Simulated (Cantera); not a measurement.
Charge: 1 mol CH3SiH3, 0.11 mol C2H2, 610 mol H2, held at 1123 K and 10.0 mbar.

Cantera equilibrium calculation (NASA polynomials, part measured and part estimated; ideal gas, pure solids and liquids). Candidate condensed phases: C, C6H6, C7H8, C8H18, Si, SiC; 87 gas species. The feed counts by its element totals alone. Kinetics and transport are ignored.

Base state: H2 1.000, CH4 0.000293 (mole fractions); condensed: C(graphite) + SiC(s).

Q: What changes in the equilibrium state with this change: CH3SiH3 replaced by SiHCl3?

A: 
```tsv
species	before	after
H2	1.000	0.995
HCl	0	0.00479
SiCl2	0	4.87e-5
CH4	0.000293	2.97e-7
C(graphite), mol	0.0402	0
SiC(s), mol	1.00	0.220
Si(s), mol	0	0.747
```
Mutual solubility and eutectic melting of coexisting phases are not modelled.
